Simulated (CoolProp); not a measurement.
A single-stage vapour-compression cycle with R113: evaporating at 286.15 K (dew point), condensing at 347.15 K (bubble point), superheat 2 K, subcooling 5 K, compressor efficiency 0.75, no pressure losses. Each further row changes one setting.

The numbers come from the reference Helmholtz-energy equation of state, Marx 1992 in CoolProp.

```json
[
 {"case": "as stated", "cooling COP": "2.80", "pressure ratio": "8.25", "discharge temperature (K)": "348.1", "refrigerating effect (kJ/kg)": "104", "volumetric capacity (kJ/m³)": "225"},
 {"case": "evaporating temperature 291.15 K", "cooling COP": "3.18", "pressure ratio": "6.67", "discharge temperature (K)": "347.5", "refrigerating effect (kJ/kg)": "107", "volumetric capacity (kJ/m³)": "283"},
 {"case": "condensing temperature 342.15 K", "cooling COP": "3.14", "pressure ratio": "7.17", "discharge temperature (K)": "343.9", "refrigerating effect (kJ/kg)": "109", "volumetric capacity (kJ/m³)": "236"},
 {"case": "subcooling 10 K", "cooling COP": "2.93", "pressure ratio": "8.25", "discharge temperature (K)": "348.1", "refrigerating effect (kJ/kg)": "109", "volumetric capacity (kJ/m³)": "236"},
 {"case": "superheat 12 K", "cooling COP": "[?]", "pressure ratio": "8.25", "discharge temperature (K)": "[?]", "refrigerating effect (kJ/kg)": "110", "volumetric capacity (kJ/m³)": "[?]"},
 {"case": "compressor efficiency 0.65", "cooling COP": "2.43", "pressure ratio": "8.25", "discharge temperature (K)": "355.9", "refrigerating effect (kJ/kg)": "104", "volumetric capacity (kJ/m³)": "225"}
]
```

Question: What belongs in the gaps?

Answer: 
- superheat 12 K, cooling COP: 2.85
- superheat 12 K, discharge temperature (K): 359.1
- superheat 12 K, volumetric capacity (kJ/m³): 231
